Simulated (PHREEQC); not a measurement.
Dissolve 0.0042 mol/kgw NaHS and 0.00044 mol/kgw HCl at 35 °C. Closed to the air; pH follows from the charge balance.

All values are PHREEQC results (ion-association model, phreeqc.dat), not measurements.

No solid was allowed to form.

**Question.** Estimate the pH.

**Answer.** pH 7.72.

**Question.** In which forms is S present?

**Answer.** HS- 89 %, H2S 11 % of the S.
